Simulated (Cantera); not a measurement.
Input (Python, Cantera) and output of one run.

```python
import numpy as np
import cantera as ct

gas_names = [...]  # 95 gases of nasa_gas.yaml made of C, F, H
cond_names = """
    C(gr) C6H6(L) C7H8(L) C8H18(L),n-octa
""".split()


# ... load() reads the species with a 1 bar reference pressure and builds the phases ...
atoms = {
    'CF4': {'C': 1, 'F': 4},
    'F2': {'F': 2},
    'H2': {'H': 2},
}
top_T = {'C(gr)': 4500}  # K; cautious upper limits of use, not melting points


# ... equilibrate(T, P, feed) seeds the gas with the atoms and calls Mixture.equilibrate('TP', solver="vcs", rtol=1e-11, max_steps=5000) ...
results = []
feed = {'CF4': 1, 'F2': 0.45, 'H2': 0.56}  # mol
T = 1575  # K
P = 46000  # Pa
mix = equilibrate(T, P, feed)
results.append((T, P, feed, dict(zip(mix.species_names, mix.species_moles))))
x = sorted(zip(gas.X, gas.species_names), reverse=True)
print(f"T = {T:g} K  P = {P:g} Pa  gas = {mix.phase_moles(0):.4g} mol")
print("   x: " + "  ".join(f"{s} {v:.3e}" for v, s in x if v > 1e-06))
print("   condensed (mol): " + ("  ".join(f"{mix.phase(i).name} {mix.phase_moles(i):.4g}"
      for i in range(1, mix.n_phases) if mix.phase_moles(i) > 1e-12) or "none"))
```

Result:

```
T = 1575 K  P = 46000 Pa  gas = 2.065 mol
   x: HF 5.423e-01  CF4 4.575e-01  CF2 1.237e-04  CF3 5.033e-05  CHF3 1.294e-05  F 9.729e-06  H2F2 1.572e-06
   condensed (mol): C(gr) 0.05484
```

Cantera equilibrium calculation (NASA polynomials, part measured and part estimated; ideal gas, pure solids and liquids). Gases not in the tables: C2F6 and larger saturated fluorocarbons.
